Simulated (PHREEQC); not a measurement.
Make-up at 20 °C: 14 mmol/kgw HF, 0.37 mmol/kgw KF and 0.11 mmol/kgw H4SiO4. Closed to the air; pH follows from the charge balance.

Computed with PHREEQC (ion-association model, phreeqc.dat).

No solid was allowed to form.

Task: Order these F species by the share of F that they hold, largest first: HF2-, SiF6-2, F-, HF.

Result: HF (73 %), F- (21 %), SiF6-2 (4.6 %), HF2- (1.6 %)

The pH is 2.56 and the ionic strength 0.00341 mol/kgw. SiF6-2 is the database's only silicon fluoride.
